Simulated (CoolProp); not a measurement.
n-octane at 293.15 K and 12.3 MPa is throttled through a valve to 7.11 MPa with no heat exchange. Each further row changes one setting.

Values from CoolProp's reference Helmholtz-energy equation of state, Beckmüller 2019.

```
case                      temperature change (K)  final density (kg/m³)
------------------------  ----------------------  ---------------------
as stated                                      …                      …
outlet pressure 2.13 MPa                       …                      …
outlet pressure 9.24 MPa                       …                      …
```

Problem. What belongs in the gaps?

Solution. 
- as stated, temperature change (K): +2.3
- as stated, final density (kg/m³): 707
- outlet pressure 2.13 MPa, temperature change (K): +4.4
- outlet pressure 2.13 MPa, final density (kg/m³): 701
- outlet pressure 9.24 MPa, temperature change (K): +1.4
- outlet pressure 9.24 MPa, final density (kg/m³): 709
